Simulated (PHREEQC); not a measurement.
Make-up at 25 °C: 1.2 mmol/kgw HCl, 11 mmol/kgw FeSO4 and 13 mmol/kgw Na2SO4. Closed to the air; pH follows from the charge balance.

Model: ion-association model, wateq4f.dat, run in PHREEQC.

```tsv
quantity	before	after
pH	3.26	3.48
SO4-2 (mol/kgw)	0.0183	0.0593
NaSO4- (mol/kgw)	0.000976	0.0104
HSO4- (mol/kgw)	0.000524	0.000769
SI of Mirabilite (Na2SO4:10H2O)	-4.38	-2.76
```

Task: Name the change that produced these shifts.
A. FeSO4 replaced by MnSO4 at the same molality
B. HCl left out
C. HCl from 0.0012 to 0.0006 mol/kgw
D. temperature from 25 to 40 °C
E. Na2SO4 from 0.013 to 0.065 mol/kgw

Result: E, Na2SO4 from 0.013 to 0.065 mol/kgw

This is a speciation only: nothing precipitates in the calculation.
